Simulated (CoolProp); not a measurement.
R141b along the isotherm 226.85 °C: density (kg/m³) from the reference equation and from simpler models built on Tc = 204.4 °C, pc = 42.12 bar, ω = 0.220; each cubic takes its own stable root.

The numbers come from the reference Helmholtz-energy equation of state, Lemmon 2006 in CoolProp. It is a short technical equation, of lower accuracy than the large ones.

| p (bar) | phase | reference | ideal gas | van der Waals | Redlich-Kwong | Soave-Redlich-Kwong | Peng-Robinson |
|---|---|---|---|---|---|---|---|
| 6.32 | gas | 18.58 | 17.78 | 18.54 | 18.64 | 18.62 | 18.72 |
| 12.6 | gas | 38.94 | 35.45 | 38.75 | 39.14 | 39.05 | 39.51 |
| 19 | gas | 62.23 | 53.45 | 61.73 | 62.69 | 62.43 | 63.58 |
| 25.3 | gas | 88.64 | 71.17 | 87.62 | 89.42 | 88.82 | 91.09 |
| 31.6 | gas | 120.1 | 88.90 | 118.4 | 121.3 | 120.0 | 124.0 |
| 37.9 | gas | 159.9 | 106.6 | 157.4 | 161.4 | 158.5 | 165.2 |
| 44.2 | supercritical | 215.0 | 124.3 | 215.0 | 217.3 | 210.1 | 221.1 |
| 50.5 | supercritical | 306.6 | 142.1 | 342.9 | 313.3 | 289.3 | 307.0 |
| 56.9 | supercritical | 464.9 | 160.1 | 435.5 | 446.3 | 406.4 | 434.7 |
| 63.2 | supercritical | 579.3 | 177.8 | 474.2 | 517.5 | 487.8 | 527.9 |
